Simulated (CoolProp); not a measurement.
Vapour-liquid equilibrium of hydrogen chloride (1) + propane (2) at 183.8 K; x and y are mole fractions of (1).

Values from CoolProp's multi-fluid Helmholtz-energy mixture model, Thol 2018 and Lemmon 2009; pair parameters Bell 2016.

| x | bubble pressure (MPa) | y at the bubble point | dew pressure at overall composition x (MPa) | liquid density (mol/L) |
|---|---|---|---|---|
| 0.05 | 0.02182 | 0.702 | 0.007118 | 14.78 |
| 0.125 | 0.03969 | 0.845 | 0.007718 | 15.48 |
| 0.2 | 0.05232 | 0.889 | 0.008427 | 16.24 |
| 0.275 | 0.06060 | 0.908 | 0.009280 | 17.07 |
| 0.35 | 0.06561 | 0.918 | 0.01032 | 17.98 |
| 0.425 | 0.06840 | 0.924 | 0.01163 | 18.99 |
| 0.5 | 0.06982 | 0.927 | 0.01332 | 20.12 |
| 0.575 | 0.07057 | 0.929 | 0.01558 | 21.38 |
| 0.65 | 0.07115 | 0.930 | 0.01875 | 22.80 |
| 0.725 | 0.07192 | 0.933 | 0.02354 | 24.42 |
| 0.8 | 0.07313 | 0.939 | 0.03156 | 26.27 |
| 0.875 | 0.07488 | 0.951 | 0.04756 | 28.41 |
| 0.95 | 0.07706 | 0.974 | 0.07481 | 30.90 |

No azeotrope shows between x = 0.05 and 0.95.

The pair parameters rest on a limited set of measurements; away from them the model extrapolates. With so large a gap from Raoult's law the liquid may split in two, which this calculation doesn't test in full.
